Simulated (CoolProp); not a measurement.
Vapour-liquid equilibrium of carbon dioxide (1) + 1-butene (2) at 273.4 K; x and y are mole fractions of (1).

Computed with CoolProp (multi-fluid Helmholtz-energy mixture model, Span 1996 and Lemmon 2005; pair parameters Bell 2016).

```tsv
x	bubble pressure, mixture model (kPa)	bubble pressure, Raoult's law (kPa)	y, mixture model	y, Raoult's law
0.05	317.8	298.8	0.592	0.587
0.2	910.3	805.6	0.861	0.871
0.35	1462	1312	0.917	0.936
0.5	1929	1819	0.941	0.964
0.65	2337	2326	0.957	0.980
0.8	2760	2833	0.972	0.991
0.95	3290	3339	0.991	0.998
```

The largest gap from Raoult's law is +13.0 % in bubble pressure, at x = 0.2. No azeotrope shows between x = 0.05 and 0.95.

The pair parameters rest on a limited set of measurements; away from them the model extrapolates. The gap from Raoult's law changes sign with composition, which may be real or a fault of the pair parameters; it wasn't checked against measurements.
